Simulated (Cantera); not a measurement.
# Hydrogen reduction and annealing atmospheres: FeS + H₂ + H₂O

Charge: 1 mol FeS, 2700 mol H₂, 0.23 mol H₂O, at 10.0 mbar.

Cantera equilibrium calculation (NASA polynomials, part measured and part estimated; ideal gas, pure solids and liquids). Candidate condensed phases: Fe, FeO, Fe(OH)₂, Fe(OH)₃, FeS, FeSO₄, FeS₂, Fe₂O₃, Fe₂(SO₄)₃, Fe₃O₄, H₂O, H₂SO₄, S; 22 gas species. The numbers say what is thermodynamically allowed, not how fast it happens.

From 650 °C to 850 °C the condensed part is Fe(α). From 950 °C to 1350 °C the condensed part is Fe(γ). From 1450 °C to 1750 °C nothing is condensed.

```tsv
T (°C)	x H₂	x H	x H₂S	x Fe	n Fe(α)	n Fe(γ)
650	1.000	2.45e-9	0.000370	<1e-12	1.00	0
750	1.000	4.14e-8	0.000370	4.48e-12	1.00	0
850	1.000	4.26e-7	0.000370	3.12e-10	1.000	0
950	1.000	3.01e-6	0.000369	1.06e-8	0	1.000
1050	1.000	1.59e-5	0.000367	2.08e-7	0	0.999
1150	0.999	6.64e-5	0.000361	2.67e-6	0	0.993
1250	0.999	0.000231	0.000348	2.43e-5	0	0.934
1350	0.999	0.000691	0.000324	0.000167	0	0.548
1450	0.997	0.00182	0.000284	0.000370	0	0
1550	0.995	0.00432	0.000231	0.000369	0	0
1650	0.990	0.00937	0.000172	0.000368	0	0
1750	0.980	0.0188	0.000117	0.000367	0	0
```
x: gas mole fraction; n: condensed amount in mol.
